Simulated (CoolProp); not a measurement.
Vapour pressure (kPa) of dodecamethylpentasiloxane (MD3M): the reference equation beside estimates from Tc = 354.9 °C, pc = 954.0 kPa, ω = 0.730.

The numbers come from the reference Helmholtz-energy equation of state, Thol 2019 in CoolProp.

```csv
T (°C),reference,Lee-Kesler,van der Waals,Soave-Redlich-Kwong
176.05,24.13,24.08,213.3,24.22
189.15,35.64,35.48,246.0,35.79
202.35,51.30,51.00,282.1,51.59
215.55,71.99,71.49,321.4,72.54
228.75,98.74,97.99,364.0,99.74
241.95,132.7,131.7,410.1,134.4
255.15,175.1,173.7,459.6,177.8
268.35,227.4,225.7,512.7,231.5
```

Absolute difference from the reference over all 8 rows, mean and median: Lee-Kesler 0.6 and 0.7 %, van der Waals 367.0 and 307.5 %, Soave-Redlich-Kwong 1.0 and 0.9 %.
